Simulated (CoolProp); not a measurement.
Properties of R123 at several states (Tc = 456.8 K, pc = 3.662 MPa, ω = 0.282).

Values from CoolProp's reference Helmholtz-energy equation of state, Younglove 1994. It is a modified Benedict-Webb-Rubin equation, recast in Helmholtz form.

| T (K) | p (MPa) | phase | density (kg/m³) | isothermal compressibility (1/MPa) | conductivity (mW/(m K)) | fugacity coefficient |
|---|---|---|---|---|---|---|
| 309.7 | 21.9 | liquid | 1493 | 0.001529 | 81.7 | … |
| 292.9 | 9.8 | liquid | 1502 | 0.001573 | … | 0.01112 |
| 381.8 | 11.1 | liquid | 1288 | 0.004192 | 62.4 | … |
| 275.4 | 15.8 | liquid | … | 0.001225 | 88.5 | 0.004444 |
| 443.9 | 2.35 | gas | … | 0.7166 | 21.1 | … |

Task: Complete the blanks.

Result: 
- 309.7, fugacity coefficient: 0.01441
- 292.9, conductivity (mW/(m K)): 81.6
- 381.8, fugacity coefficient: 0.1052
- 275.4, density (kg/m³): 1554
- 443.9, density (kg/m³): 142.8
- 443.9, fugacity coefficient: 0.7606

Thermal conductivity comes from a separate model (Laesecke 1996).
